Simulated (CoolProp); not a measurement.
Values from CoolProp's reference Helmholtz-energy equation of state, Smukala 2000.

**Question.** For ethylene, give the phase and the Z, cv (kJ/(kg K)), Joule-Thomson coefficient (K/MPa), isothermal compressibility (1/MPa) at -111.35 °C and 0.97 MPa; -111.35 °C and 1.94 MPa.

**Answer.** 
- -111.35 °C and 0.97 MPa: liquid; Z 0.0349, cv 1.39, Joule-Thomson coefficient -0.439, isothermal compressibility 0.00159
- -111.35 °C and 1.94 MPa: liquid; Z 0.0697, cv 1.39, Joule-Thomson coefficient -0.442, isothermal compressibility 0.00156
